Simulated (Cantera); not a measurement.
A perfectly stirred reactor is fed with 2.18 % CH4, 2.07 % C2H6, 0.436 % C3H8, 20.0 % O2, 75.2 % N2, 0.122 % H2, equivalence ratio 0.69, at 1800000 Pa; it is adiabatic with a 500 K inlet, and is followed from long to short residence time, starting on the burning branch (τ in s: 0.24, 0.099, 0.041, 0.017, 0.0068, 0.0028, 0.0011, 0.00046, 0.00019, 7.7e-05).

Detailed kinetics in Cantera: GRI-Mech 3.0 (53 species, 325 reactions). The pressure lies above the range GRI-Mech 3.0 was tuned for (to about 10 atm).

One state of this run: T (K) = 2008; x CH4 = 3.68e-7; x C2H6 = 5.21e-8; x C3H8 = 1.03e-8; x C2H2 = 2.92e-7; x HCO = 8.57e-10. x: mole fraction; the columns are a selection and need not sum to one.

Q: Which value of τ (s) does it belong to?
A) 7.7e-5
B) 0.099
C) 0.017
D) 0.00046

A: B, 0.099
